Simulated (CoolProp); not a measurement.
A Linde-Hampson liquefier for ethylene: isothermal reversible compression at 300 K from 1 atm to 20 MPa, throttling to 1 atm, return gas leaving the recuperator 2 K below the feed. Each further row changes one setting.

Values from CoolProp's reference Helmholtz-energy equation of state, Smukala 2000.

```csv
case,liquid yield per pass,compression work (kJ/kg of gas)
as stated,0.475,373
high pressure 40 MPa,0.473,420
warm-end temperature 330 K,0.384,440
warm-end gap 7 K,0.468,373
```
